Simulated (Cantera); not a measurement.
Charge: 1 mol Fe, 6.2 mol H2O, 160 mol N2, at 1873.15 K and 1.33 mbar.

Cantera equilibrium calculation (NASA polynomials, part measured and part estimated; ideal gas, pure solids and liquids). Candidate condensed phases: Fe, FeO, Fe(OH)2, Fe(OH)3, Fe2O3, Fe3O4, H2O; 27 gas species. The tables' stoichiometric FeO is somewhat more stable than real wüstite, so its field is too wide. FeO: taken at fixed stoichiometry. The numbers say what is thermodynamically allowed, not how fast it happens.

Base state: N2 0.957, H2O 0.0322, H2 0.00395, Fe 0.00335, H 0.00111, OH 0.000705, O2 0.000537, FeO 0.000393 (mole fractions); condensed: FeO(l).

Problem. What changes in the equilibrium state with this change: pressure from 1.33 mbar to 0.100 bar?

Solution. 
| species | before | after |
|---|---|---|
| N2 | 0.957 | 0.962 |
| H2O | 0.0322 | 0.0313 |
| H2 | 0.00395 | 0.00593 |
| Fe | 0.00335 | 6.91e-5 |
| O2 | 0.000537 | 2.99e-6 |
| O | 0.000150 | 1.29e-6 |
| FeO(l), mol | 0.373 | 0.987 |

Problem. What changes in the equilibrium state with this change: H2O from 6.2 to 0.16 mol?

Solution. 
```json
[
 {"species": "N2", "before": "0.957", "after": "0.992"},
 {"species": "Fe", "before": "0.00335", "after": "0.00602"},
 {"species": "H2O", "before": "0.0322", "after": "0.000564"},
 {"species": "H2", "before": "0.00395", "after": "0.000262"},
 {"species": "OH", "before": "0.000705", "after": "4.79e-5"},
 {"species": "O2", "before": "0.000537", "after": "3.75e-5"},
 {"species": "H", "before": "0.00111", "after": "0.000286"},
 {"species": "FeO(l), mol", "before": "0.373", "after": "0"}
]
```

Problem. What changes in the equilibrium state with this change: N2 from 160 to 16 mol?

Solution. 
| species | before | after |
|---|---|---|
| N2 | 0.957 | 0.715 |
| H2O | 0.0322 | 0.234 |
| H2 | 0.00395 | 0.0399 |
| Fe | 0.00335 | 0.00465 |
| Fe(OH)2 | 6.91e-6 | 5.02e-5 |
| H | 0.00111 | 0.00354 |
| OH | 0.000705 | 0.00161 |
| O2 | 0.000537 | 0.000278 |
| NO | 0.000294 | 0.000183 |
| FeO(l), mol | 0.373 | 0.886 |
